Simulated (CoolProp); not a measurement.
A single-stage vapour-compression cycle with the fluid: evaporating at 302.15 K (dew point), condensing at 332.15 K (bubble point), superheat 0 K, subcooling 2 K, compressor efficiency 0.8, no pressure losses. The same conditions are run with several fluids, on thermodynamics alone (safety and materials aside).

The numbers come from the reference Helmholtz-energy equation of state of each fluid (trans-2-butene: Lemmon 2005; R1336mzz(E): Akasaka 2023; the fluoroketone C6F12O (FK-5-1-12): McLinden 2015; neopentane: Lemmon 2006; R115: Lemmon 2016; isohexane: Lemmon 2006) in CoolProp.

Question: Rank trans-2-butene, R1336mzz(E), the fluoroketone C6F12O (FK-5-1-12), neopentane, R115, isohexane by cooling COP, highest first.

Answer: isohexane (7.21), trans-2-butene (7.15), neopentane (6.93), R1336mzz(E) (6.78), the fluoroketone C6F12O (FK-5-1-12) (6.43), R115 (5.59)

```json
[
 {"fluid": "trans-2-butene", "pressure ratio": "2.29", "discharge temperature (K)": "335.0", "refrigerating effect (kJ/kg)": "309", "volumetric capacity (kJ/m³)": "1990"},
 {"fluid": "R1336mzz(E)", "pressure ratio": "2.50", "discharge temperature (K)": "332.2", "refrigerating effect (kJ/kg)": "107", "volumetric capacity (kJ/m³)": "1690"},
 {"fluid": "the fluoroketone C6F12O (FK-5-1-12)", "pressure ratio": "2.96", "discharge temperature (K)": "332.1", "refrigerating effect (kJ/kg)": "62.4", "volumetric capacity (kJ/m³)": "389"},
 {"fluid": "neopentane", "pressure ratio": "2.31", "discharge temperature (K)": "332.2", "refrigerating effect (kJ/kg)": "232", "volumetric capacity (kJ/m³)": "1390"},
 {"fluid": "R115", "pressure ratio": "2.01", "discharge temperature (K)": "332.4", "refrigerating effect (kJ/kg)": "57.9", "volumetric capacity (kJ/m³)": "4580"},
 {"fluid": "isohexane", "pressure ratio": "2.93", "discharge temperature (K)": "332.1", "refrigerating effect (kJ/kg)": "280", "volumetric capacity (kJ/m³)": "326"}
]
```

The compression ends wet for: R1336mzz(E); the fluoroketone C6F12O (FK-5-1-12); neopentane; isohexane.
